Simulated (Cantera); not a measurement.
A Cantera script and its output.

```python
import numpy as np
import cantera as ct

gas = ct.Solution("gri30.yaml")
gas.TPX = 1525, 13332, {'CH4': 1, 'CO2': 1.1, 'H2': 1.1}
reactor = ct.IdealGasConstPressureReactor(gas, energy="off", clone=False)
net = ct.ReactorNet([reactor])
net.rtol, net.atol = 1e-08, 1e-18
show = ['CH4', 'CO2', 'H2', 'CH2', 'CH2CO']
times = np.geomspace(1e-05, 6, 13)

steps = ct.SolutionArray(gas, extra=["t"])
rows = []
print(f"{'t/s':>10s}{'T/K':>9s}{'P/Pa':>11s}" + "".join(f"{s:>11s}" for s in show))
for t in times:
    while net.time < t:
        t_next = net.step()
        steps.append(gas.state, t=t_next)
    rows.append([np.interp(t, steps.t, y) for y in (steps.T, steps.P, *steps(*show).X.T)])
    print(f"{t:10.3e}{rows[-1][0]:9.1f}{rows[-1][1]:11.4g}" + "".join(f"{x:11.3e}" for x in rows[-1][2:]))
rate = np.gradient(steps.T, steps.t)
print("integrator steps:", len(steps.t))
if steps.T.max() > steps.T[0] + 200:
    print(f"time of steepest temperature rise: {steps.t[rate.argmax()]:.4e} s")
gas.TPX = 1525, 13332, {'CH4': 1, 'CO2': 1.1, 'H2': 1.1}
gas.equilibrate("TP")
print(f"equilibrium (TP): T = {gas.T:.1f} K  " + "  ".join(f"{s} {gas[s].X[0]:.3e}" for s in show))
```

Output:

```
       t/s      T/K       P/Pa        CH4        CO2         H2        CH2      CH2CO
 1.000e-05   1525.0  1.333e+04  3.125e-01  3.437e-01  3.438e-01  6.129e-14  7.765e-20
 3.030e-05   1525.0  1.333e+04  3.125e-01  3.437e-01  3.438e-01  7.406e-13  3.859e-18
 9.184e-05   1525.0  1.333e+04  3.125e-01  3.437e-01  3.438e-01  7.649e-12  2.275e-16
 2.783e-04   1525.0  1.333e+04  3.125e-01  3.437e-01  3.438e-01  7.242e-11  1.616e-14
 8.434e-04   1525.0  1.333e+04  3.124e-01  3.437e-01  3.438e-01  6.255e-10  1.250e-12
 2.556e-03   1525.0  1.333e+04  3.122e-01  3.436e-01  3.437e-01  3.739e-09  8.297e-11
 7.746e-03   1525.0  1.333e+04  3.115e-01  3.427e-01  3.434e-01  1.042e-08  2.939e-09
 2.347e-02   1525.0  1.333e+04  3.084e-01  3.390e-01  3.425e-01  1.410e-08  4.478e-08
 7.114e-02   1525.0  1.333e+04  2.986e-01  3.269e-01  3.411e-01  1.415e-08  3.470e-07
 2.156e-01   1525.0  1.333e+04  2.705e-01  2.920e-01  3.387e-01  1.411e-08  1.827e-06
 6.533e-01   1525.0  1.333e+04  2.045e-01  2.089e-01  3.323e-01  1.453e-08  7.892e-06
 1.980e+00   1525.0  1.333e+04  1.031e-01  9.014e-02  3.346e-01  1.545e-08  2.236e-05
 6.000e+00   1525.0  1.333e+04  3.777e-02  4.629e-02  3.889e-01  1.183e-08  2.389e-05
integrator steps: 875
equilibrium (TP): T = 1525.0 K  CH4 2.917e-07  CO2 3.918e-03  H2 5.808e-01  CH2 3.702e-14  CH2CO 4.596e-12
```

Model: GRI-Mech 3.0 (53 species, 325 reactions), integrated in Cantera.
